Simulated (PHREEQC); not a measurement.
A column of 1 m (40 cells, dispersivity 0.08 m, 720 s a shift, diffusion coefficient 3e-10 m²/s) holds 0.0045 eq of the database's cation exchanger X per kg of pore water, first in equilibrium with 0.038 mol/kgw LiCl, 0.058 mol/kgw CdCl2 and 1e-05 mol/kgw HCl. It is flushed with 0.00076 mol/kgw MnCl2, 0.0017 mol/kgw ZnCl2 and 1e-05 mol/kgw HCl, at 40 °C. Values are for the last cell. No CO2 enters from the air. Nothing may precipitate in this run.

All values are PHREEQC results (ion-association model, phreeqc.dat), not measurements.

```csv
pore volumes,Zn in solution (mol/kgw),Mn in solution (mol/kgw),Li in solution (mol/kgw),Cd in solution (mol/kgw),Cl in solution (mol/kgw),CdX2 on the exchanger (mol/kgw)
0,0,0,0.0380,0.0580,0.154,0.00199
0.2625,4.92e-8,4.99e-8,0.0380,0.0580,0.154,0.00199
0.5125,3.64e-5,2.55e-5,[?],0.0547,0.146,0.00199
0.7625,0.000240,0.000152,0.0269,0.0406,0.109,0.00199
1.137,0.000584,0.000362,0.0118,0.0179,0.0496,0.00192
1.387,0.000688,0.000432,0.00596,0.00939,0.0270,0.00182
1.637,0.000728,0.000467,0.00284,0.00498,0.0152,0.00166
1.887,0.000769,0.000496,0.00131,0.00284,0.00954,0.00144
2.138,0.000847,0.000536,0.000595,0.00179,0.00695,0.00119
2.388,0.000967,0.000587,0.000267,0.00121,0.00581,0.000926
2.638,0.00111,0.000638,[?],0.000842,0.00531,0.000684
2.888,0.00125,0.000680,5.23e-5,0.000584,0.00509,0.000485
3.263,0.00142,0.000722,1.52e-5,0.000329,0.00497,0.000273
3.513,0.00151,0.000739,6.66e-6,0.000220,[?],0.000182
3.763,0.00157,0.000748,2.91e-6,0.000145,0.00494,0.000120
4.013,0.00161,0.000754,1.27e-6,9.51e-5,0.00493,7.79e-5
```

Question: What belongs in the gaps?

Answer: 
- 0.5125, Li in solution (mol/kgw): 0.0360
- 2.638, Li in solution (mol/kgw): 0.000119
- 3.513, Cl in solution (mol/kgw): 0.00495

Complexes and solids missing from the database can't appear. At this temperature some constants are extrapolated from 25 °C, and those without enthalpy data are left unchanged.
